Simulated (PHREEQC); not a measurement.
## Phosphoric acid bath: an equilibrium model

Solution (25 °C): 0.017 mol NaH2PO4 and 0.0083 mol HF per kg of water. Closed to the air; pH follows from the charge balance.

Equilibrium calculation in PHREEQC: ion-association model, phreeqc.dat.

Each row changes one thing in this solution. This is a speciation only: nothing precipitates in the calculation.

```json
[
 {"case": "as made", "pH": "2.95", "ionic strength (mol/kgw)": "0.0182", "H2PO4- (mol/kgw)": "0.0149", "H3PO4 (mol/kgw)": "0.00215", "HPO4-2 (mol/kgw)": "1.22e-6"},
 {"case": "diluted 10-fold with water", "pH": "3.39", "ionic strength (mol/kgw)": "0.00213", "H2PO4- (mol/kgw)": "0.00161", "H3PO4 (mol/kgw)": "9.25e-5", "HPO4-2 (mol/kgw)": "2.82e-7"},
 {"case": "temperature from 25 to 20 °C", "pH": "2.93", "ionic strength (mol/kgw)": "0.0183", "H2PO4- (mol/kgw)": "0.0149", "H3PO4 (mol/kgw)": "0.00214", "HPO4-2 (mol/kgw)": "1.12e-6"},
 {"case": "HF left out", "pH": "4.66", "ionic strength (mol/kgw)": "0.0171", "H2PO4- (mol/kgw)": "0.0169", "H3PO4 (mol/kgw)": "4.76e-5", "HPO4-2 (mol/kgw)": "7.05e-5"},
 {"case": "HF from 0.0083 to 0.0166 mol/kgw", "pH": "2.75", "ionic strength (mol/kgw)": "0.0190", "H2PO4- (mol/kgw)": "0.0138", "H3PO4 (mol/kgw)": "0.00315", "HPO4-2 (mol/kgw)": "7.22e-7"},
 {"case": "temperature from 25 to 5 °C", "pH": "2.85", "ionic strength (mol/kgw)": "0.0185", "H2PO4- (mol/kgw)": "0.0149", "H3PO4 (mol/kgw)": "0.00209", "HPO4-2 (mol/kgw)": "8.63e-7"},
 {"case": "NaH2PO4 replaced by (NH4)2HPO4 at the same molality", "pH": "6.98", "ionic strength (mol/kgw)": "0.0424", "H2PO4- (mol/kgw)": "0.00845", "H3PO4 (mol/kgw)": "1.09e-7", "HPO4-2 (mol/kgw)": "0.00855"},
 {"case": "diluted 5-fold with water", "pH": "3.22", "ionic strength (mol/kgw)": "0.00404", "H2PO4- (mol/kgw)": "0.00314", "H3PO4 (mol/kgw)": "0.000260", "HPO4-2 (mol/kgw)": "3.96e-7"},
 {"case": "temperature from 25 to 85 °C", "pH": "3.26", "ionic strength (mol/kgw)": "0.0176", "H2PO4- (mol/kgw)": "0.0151", "H3PO4 (mol/kgw)": "0.00191", "HPO4-2 (mol/kgw)": "3.48e-6"}
]
```

Constants without temperature data keep their 25 °C values here.
